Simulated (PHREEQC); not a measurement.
Solution (25 °C): 0.29 mol NiSO4, 0.064 mol CaCl2 and 0.27 mol NaH2PO4 per kg of water. Closed to the air; pH follows from the charge balance.

Equilibrium calculation in PHREEQC: ion-association model, wateq4f.dat.

No solid was allowed to form.

**Question.** Order these Ca species by the share of Ca that they hold, largest first: Ca+2, CaH2PO4+, CaHPO4, CaSO4.

**Answer.** CaH2PO4+ (46 %), Ca+2 (31 %), CaSO4 (22 %), CaHPO4 (0.56 %)

**Question.** Order these P species by the share of P that they hold, largest first: CaHPO4, H2PO4-, H3PO4, CaH2PO4+, HPO4-2.

**Answer.** H2PO4- (88 %), CaH2PO4+ (11 %), H3PO4 (0.42 %), HPO4-2 (0.35 %), CaHPO4 (0.13 %)

The pH is 4.23 and the ionic strength 0.869 mol/kgw. The solution is supersaturated, for example in Ni3(PO4)2, Gypsum, so a real one may precipitate; this is no full list. Ionic strength above about 0.7 mol/kgw puts this run outside the model's range. H3PO4, which wateq4f.dat lacks, is added to it with the constant of phreeqc.dat. The database has no phosphate complexes of Ni.
